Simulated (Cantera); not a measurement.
What does this Cantera script print?

```python
import numpy as np
import cantera as ct

gas = ct.Solution("gri30.yaml")
gas.TPX = 1700, 6500, {'CH4': 1, 'N2': 3.9}
reactor = ct.IdealGasConstPressureReactor(gas, energy="off", clone=False)
net = ct.ReactorNet([reactor])
net.rtol, net.atol = 1e-08, 1e-18
show = ['CH4', 'HCN', 'C2H4', 'CH3', 'H2', 'CH2']
times = np.geomspace(2e-06, 200, 13)

steps = ct.SolutionArray(gas, extra=["t"])
rows = []
print(f"{'t/s':>10s}{'T/K':>9s}{'P/Pa':>11s}" + "".join(f"{s:>11s}" for s in show))
for t in times:
    while net.time < t:
        t_next = net.step()
        steps.append(gas.state, t=t_next)
    rows.append([np.interp(t, steps.t, y) for y in (steps.T, steps.P, *steps(*show).X.T)])
    print(f"{t:10.3e}{rows[-1][0]:9.1f}{rows[-1][1]:11.4g}" + "".join(f"{x:11.3e}" for x in rows[-1][2:]))
rate = np.gradient(steps.T, steps.t)
print("integrator steps:", len(steps.t))
if steps.T.max() > steps.T[0] + 200:
    print(f"time of steepest temperature rise: {steps.t[rate.argmax()]:.4e} s")
gas.TPX = 1700, 6500, {'CH4': 1, 'N2': 3.9}
gas.equilibrate("TP")
print(f"equilibrium (TP): T = {gas.T:.1f} K  " + "  ".join(f"{s} {gas[s].X[0]:.3e}" for s in show))
```

Result:

```
       t/s      T/K       P/Pa        CH4        HCN       C2H4        CH3         H2        CH2
 2.000e-06   1700.0       6500  2.041e-01  1.408e-18  6.030e-15  4.961e-07  1.227e-07  6.390e-14
 9.283e-06   1700.0       6500  2.041e-01  4.626e-17  1.630e-12  3.039e-06  1.306e-06  3.859e-12
 4.309e-05   1700.0       6500  2.041e-01  1.225e-15  5.709e-10  1.565e-05  7.610e-06  8.381e-11
 2.000e-04   1700.0       6500  2.040e-01  3.166e-14  9.147e-08  7.413e-05  3.709e-05  1.494e-09
 9.283e-04   1700.0       6500  2.037e-01  1.320e-12  9.942e-06  3.402e-04  1.931e-04  2.828e-08
 4.309e-03   1700.0       6500  2.004e-01  1.258e-10  8.183e-04  1.398e-03  2.618e-03  4.215e-07
 2.000e-02   1700.0       6500  1.448e-01  3.689e-08  8.736e-03  2.200e-03  6.504e-02  1.307e-06
 9.283e-02   1700.0       6500  5.683e-02  3.767e-07  9.314e-04  8.920e-04  1.818e-01  6.164e-07
 4.309e-01   1700.0       6500  1.182e-02  1.431e-06  1.037e-04  2.363e-04  2.391e-01  2.294e-07
 2.000e+00   1700.0       6500  1.876e-03  3.017e-06  6.759e-05  4.320e-05  2.516e-01  5.018e-08
 9.283e+00   1700.0       6500  4.352e-04  4.733e-06  6.732e-05  1.019e-05  2.535e-01  1.213e-08
 4.309e+01   1700.0       6500  3.057e-04  8.616e-06  6.737e-05  7.161e-06  2.536e-01  8.538e-09
 2.000e+02   1700.0       6500  3.054e-04  2.907e-05  6.736e-05  7.155e-06  2.536e-01  8.531e-09
integrator steps: 1535
equilibrium (TP): T = 1700.0 K  CH4 2.096e-04  HCN 9.011e-02  C2H4 3.154e-05  CH3 4.909e-06  H2 2.538e-01  CH2 5.851e-09
```

Model: GRI-Mech 3.0 (53 species, 325 reactions), integrated in Cantera. GRI-Mech 3.0 stops at C3 and has no aromatics, soot or wall deposition, so with more carbon than oxygen in the feed, carbon stays in small species such as C2H2 where larger ones or solid carbon would form.
